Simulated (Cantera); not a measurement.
# toluene + H₂ + CO₂ (carbon deposition, reforming and gasification)

Charge: 1 mol toluene, 15 mol H₂, 2.7 mol CO₂, held at 1.00 bar.

These are equilibrium values from Cantera (NASA tables, ideal gas, pure condensed phases), not measurements of a reactor. Candidate condensed phases: C, C₆H₆, C₇H₈, C₈H₁₈, H₂O; 110 gas species. The numbers say what is thermodynamically allowed, not how fast it happens.

```
T (K)  log p H₂  log p CO  log p H  log p C₂H₂ (acetylene)  log p CH₄  log p H₂O  log p CH₃  log p C₂H₄  n C(graphite)
-----  --------  --------  -------  ----------------------  ---------  ---------  ---------  ----------  -------------
1900      -0.11     -0.66    -3.16                   -3.53      -3.47      -4.51      -5.21       -5.55           4.28
1950      -0.11     -0.66    -3.00                   -3.37      -3.53      -4.61      -5.12       -5.53           4.27
2000      -0.11     -0.66    -2.84                   -3.22      -3.59      -4.70      -5.03       -5.51           4.26
2050      -0.11     -0.66    -2.70                   -3.08      -3.65      -4.78      -4.94       -5.48           4.25
2100      -0.11     -0.66    -2.56                   -2.95      -3.70      -4.86      -4.86       -5.46           4.24
2150      -0.11     -0.66    -2.43                   -2.82      -3.76      -4.94      -4.79       -5.45           4.22
2200      -0.11     -0.66    -2.31                   -2.70      -3.80      -5.01      -4.72       -5.43           4.20
```
log p: log10 of the partial pressure in bar; n: condensed amount in mol.

From 1900 K to 2200 K the condensed part is C(graphite). The main C-bearing gas is CO throughout.
